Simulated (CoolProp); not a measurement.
Vapour-liquid equilibrium of isohexane (1) + n-heptane (2) at 322.6 K; x and y are mole fractions of (1).

Values from CoolProp's multi-fluid Helmholtz-energy mixture model, Lemmon 2006 and Span 2003; pair parameters Bell 2016.

Q: Give the bubble pressure and the first vapour's composition at x = 0.05, 0.15, 0.55. Is there an azeotrope?

A: x = 0.05: 0.2110 bar, y = 0.167; x = 0.15: 0.2631 bar, y = 0.399; x = 0.55: 0.4696 bar, y = 0.818. No azeotrope shows between x = 0.05 and 0.95.

Pair parameters are fitted to limited data, so mixtures are less certain than the pure fluids.
